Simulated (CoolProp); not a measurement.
A Linde-Hampson liquefier for CF4 (R14): isothermal reversible compression at 320 K from 1 atm to 40 MPa, throttling to 1 atm, return gas leaving the recuperator 2 K below the feed. Each further row changes one setting.

Values from CoolProp's reference Helmholtz-energy equation of state, Platzer 1990. This equation is an older, rougher fit; its heat capacities, sound speeds and derivatives of the liquid may be far off and weren't checked against measurements.

```json
[
 {"case": "as stated", "liquid yield per pass": "0.249", "compression work (kJ/kg of gas)": "169"},
 {"case": "warm-end temperature 350 K", "liquid yield per pass": "0.198", "compression work (kJ/kg of gas)": "190"},
 {"case": "warm-end gap 7 K", "liquid yield per pass": "0.237", "compression work (kJ/kg of gas)": "169"}
]
```
